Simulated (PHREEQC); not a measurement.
Solution (25 °C): 0.051 mol/kgw MnSO4, 4.6e-05 mol/kgw NaF and 0.00031 mol/kgw Na2SO4. Closed to the air; pH follows from the charge balance.

Model: ion-association model, wateq4f.dat, run in PHREEQC.

Precipitation was switched off in this run.

### Question
What pH, ionic strength does the model give?

### Answer
pH 6.41; ionic strength 0.121 mol/kgw.

### Question
In which forms is Mn present?

### Answer
Mn+2 59 %, MnSO4 41 % of the Mn.

Species that the database lacks are ignored.
